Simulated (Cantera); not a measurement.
Charge: 1 mol HF, 0.08 mol H2, at 600 K and 33.0 mbar.

Method: chemical equilibrium by Gibbs-energy minimisation in Cantera with the NASA 1993 tables (ideal gas, pure condensed phases). Rates play no part.

Base state: HF 0.926, H2 0.0741, H2F2 1.20e-5 (mole fractions); condensed: gas only.

Q: What changes in the equilibrium state with this change: 0.0048 mol O2 added?

A: 
| species | before | after |
|---|---|---|
| HF | 0.926 | 0.926 |
| H2 | 0.0741 | 0.0652 |
| H2O | 0 | 0.00889 |
| H2F2 | 1.20e-5 | 1.20e-5 |
Further candidate phases: H2O.
